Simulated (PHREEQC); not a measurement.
Solution (20 °C): 0.01 mol Fe2(SO4)3 per kg of water. Closed to the air; pH follows from the charge balance.

The numbers come from PHREEQC with the ion-association model, wateq4f.dat.

The pH comes out as 2.81, the ionic strength is 0.0424 mol/kgw and the total alkalinity comes out as -40.0 meq/kg.

| species | molality | activity | log γ |
|---|---|---|---|
| FeSO4+ | 0.0147 | 0.0123 | -0.078 |
| SO4-2 | 0.0109 | 0.00530 | -0.313 |
| H+ | 0.00180 | 0.00155 | -0.065 |
| Fe(SO4)2- | 0.00169 | 0.00140 | -0.080 |
| FeOH+2 | 0.00150 | 0.000730 | -0.311 |
| Fe+3 | 0.000908 | 0.000237 | -0.583 |
| HSO4- | 0.000865 | 0.000720 | -0.080 |
| Fe2(OH)2+4 | 0.000336 | 1.77e-5 | -1.278 |
| Fe(OH)2+ | 0.000153 | 0.000128 | -0.076 |
| FeHSO4+2 | 0.000108 | 5.16e-5 | -0.320 |

This is a speciation only: nothing precipitates in the calculation. Saturation is exceeded, for instance for Hematite (slow to form), Goethite (slow to form); the values hold only as long as no solid forms. Complexes and solids missing from the database can't appear.
